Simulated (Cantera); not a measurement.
# Ammonia decomposition in nitride growth gas

An isothermal, constant-pressure homogeneous reactor starts with NH3 : N2 = 1 : 0.98 (molar parts), at 2025 K and 750 Torr.

Model: the gas-phase N/H chemistry of the illustrative SiF4/NH3 mechanism in the Surface Chemkin manual (1991), integrated in Cantera. Walls and surfaces, which speed up NH3 decomposition in real reactors, are not modelled.

```json
[
 {"t (s)": "0.000100", "x NH3": "0.503", "x N2": "0.495", "x N2H2": "2.75e-6", "x NH2": "0.000996", "x NH": "6.47e-6"},
 {"t (s)": "0.000464", "x NH3": "0.495", "x N2": "0.495", "x N2H2": "3.84e-6", "x NH2": "0.00113", "x NH": "9.24e-6"},
 {"t (s)": "0.00215", "x NH3": "0.461", "x N2": "0.495", "x N2H2": "3.40e-6", "x NH2": "0.000973", "x NH": "1.19e-5"},
 {"t (s)": "0.0100", "x NH3": "0.339", "x N2": "0.495", "x N2H2": "2.19e-6", "x NH2": "0.000718", "x NH": "1.34e-5"},
 {"t (s)": "0.0464", "x NH3": "0.107", "x N2": "0.496", "x N2H2": "5.13e-7", "x NH2": "0.000315", "x NH": "9.71e-6"},
 {"t (s)": "0.215", "x NH3": "0.00389", "x N2": "0.496", "x N2H2": "6.87e-9", "x NH2": "2.69e-5", "x NH": "2.03e-6"},
 {"t (s)": "1.00", "x NH3": "0.000245", "x N2": "0.496", "x N2H2": "4.19e-11", "x NH2": "1.96e-6", "x NH": "1.73e-7"},
 {"t (s)": "4.64", "x NH3": "4.40e-5", "x N2": "0.496", "x N2H2": "2.18e-12", "x NH2": "3.53e-7", "x NH": "3.11e-8"},
 {"t (s)": "21.5", "x NH3": "9.94e-6", "x N2": "0.496", "x N2H2": "<1e-12", "x NH2": "7.98e-8", "x NH": "7.03e-9"},
 {"t (s)": "100", "x NH3": "4.89e-6", "x N2": "0.496", "x N2H2": "<1e-12", "x NH2": "3.92e-8", "x NH": "3.46e-9"}
]
```
x: mole fraction; the columns are a selection and need not sum to one.

Equilibrium at this temperature and pressure: NH3 4.82e-6, N2 0.496, N2H2 <1e-12, NH2 3.87e-8, NH 3.41e-9 (gas phase only).
